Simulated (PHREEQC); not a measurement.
Dissolve 33 mmol/kgw HF, 1.5 mmol/kgw (CH3)4NF, 120 mmol/kgw H2SiF6 and 0.042 mmol/kgw HCl at 25 °C. It is in equilibrium with CO2 at log p = -3.4 (atm). Otherwise closed; pH follows from the charge balance.

Computed with PHREEQC (ion-association model, wateq4f.dat).

| Property | Value |
|---|---|
| pH | 0.73 |
| ionic strength | 0.360 mol/kgw |
| activity of water | 0.993 |
| total alkalinity | -753 meq/kg |

| species | molality | activity | log γ |
|---|---|---|---|
| H+ | 0.239 | 0.185 | -0.110 |
| SiF6-2 | 0.120 | 0.0290 | -0.617 |
| HF | 0.0294 | 0.0320 | 0.036 |
| H2F2 | 0.00245 | 0.00266 | 0.036 |
| (CH3)4N+ | 0.00150 | 0.00101 | -0.171 |
| F- | 0.000175 | 0.000115 | -0.181 |
| Cl- | 4.20e-5 | 2.80e-5 | -0.176 |
| HF2- | 2.14e-5 | 1.41e-5 | -0.181 |
| CO2 | 1.25e-5 | 1.36e-5 | 0.036 |
| H4SiO4 | 6.28e-6 | 6.83e-6 | 0.036 |

Precipitation was switched off in this run. Species that the database lacks are ignored. (CH3)4N+ isn't in the database: it is added as a free cation with an ion size of 4 Å. SiF6-2 is the database's only silicon fluoride.
